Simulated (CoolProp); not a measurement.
Isobutane along the isotherm 413.5 K: Z from the reference equation and from simpler models built on Tc = 407.8 K, pc = 3.629 MPa, ω = 0.184; each cubic takes its own stable root.

The numbers come from the reference Helmholtz-energy equation of state, Bücker 2006 in CoolProp.

| p (MPa) | phase | reference |
|---|---|---|
| 0.567 | gas | 0.9476 |
| 1.13 | gas | 0.8911 |
| 1.7 | gas | 0.8280 |
| 2.27 | gas | 0.7563 |
| 2.84 | gas | 0.6712 |
| 3.4 | gas | 0.5613 |
| 3.97 | supercritical | 0.3082 |
| 4.54 | supercritical | 0.2357 |
| 5.1 | supercritical | 0.2469 |
| 5.67 | supercritical | 0.2632 |
| 6.24 | supercritical | 0.2810 |
| 6.8 | supercritical | 0.2993 |
| 7.37 | supercritical | 0.3181 |
| 7.94 | supercritical | 0.3371 |
| 8.51 | supercritical | 0.3561 |
| 9.07 | supercritical | 0.3748 |

How far does each simpler model (van der Waals, Redlich-Kwong) lie from the reference over these 16 states: mean and median of the absolute difference, and the worst?


- van der Waals: mean 22.6 %, median 36.5 %, worst +38.2 % at 413.5 K and 5.1 MPa
- Redlich-Kwong: mean 8.5 %, median 11.3 %, worst +19.7 % at 413.5 K and 4.54 MPa
